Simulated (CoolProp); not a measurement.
R21 along the isobar 3.98 MPa: density (kg/m³) from the reference equation and from simpler models built on Tc = 452.7 K, pc = 5.289 MPa, ω = 0.206; each cubic takes its own stable root.

The numbers come from the reference Helmholtz-energy equation of state, Platzer 1990 in CoolProp. This equation is an older, rougher fit; its heat capacities, sound speeds and derivatives of the liquid may be far off and weren't checked against measurements.

```json
[
 {"T (K)": "286.9", "phase": "liquid", "reference": "1403", "van der Waals": "886.1", "Peng-Robinson": "1489"},
 {"T (K)": "302.4", "phase": "liquid", "reference": "1368", "van der Waals": "865.2", "Peng-Robinson": "1451"},
 {"T (K)": "317.9", "phase": "liquid", "reference": "1330", "van der Waals": "843.0", "Peng-Robinson": "1410"},
 {"T (K)": "333.4", "phase": "liquid", "reference": "1291", "van der Waals": "819.1", "Peng-Robinson": "1364"},
 {"T (K)": "348.9", "phase": "liquid", "reference": "1249", "van der Waals": "793.1", "Peng-Robinson": "1314"},
 {"T (K)": "364.4", "phase": "liquid", "reference": "1204", "van der Waals": "764.3", "Peng-Robinson": "1257"},
 {"T (K)": "379.9", "phase": "liquid", "reference": "1154", "van der Waals": "731.7", "Peng-Robinson": "1193"},
 {"T (K)": "395.4", "phase": "liquid", "reference": "1098", "van der Waals": "693.3", "Peng-Robinson": "1118"},
 {"T (K)": "411", "phase": "liquid", "reference": "1031", "van der Waals": "643.9", "Peng-Robinson": "1026"},
 {"T (K)": "426.5", "phase": "liquid", "reference": "941.6", "van der Waals": "189.9", "Peng-Robinson": "902.8"},
 {"T (K)": "442", "phase": "gas", "reference": "186.4", "van der Waals": "166.0", "Peng-Robinson": "187.6"},
 {"T (K)": "457.5", "phase": "gas", "reference": "159.3", "van der Waals": "150.7", "Peng-Robinson": "162.3"},
 {"T (K)": "473", "phase": "gas", "reference": "142.9", "van der Waals": "139.2", "Peng-Robinson": "146.2"}
]
```

At some of these states van der Waals gives the other phase, because its saturation line lies elsewhere.
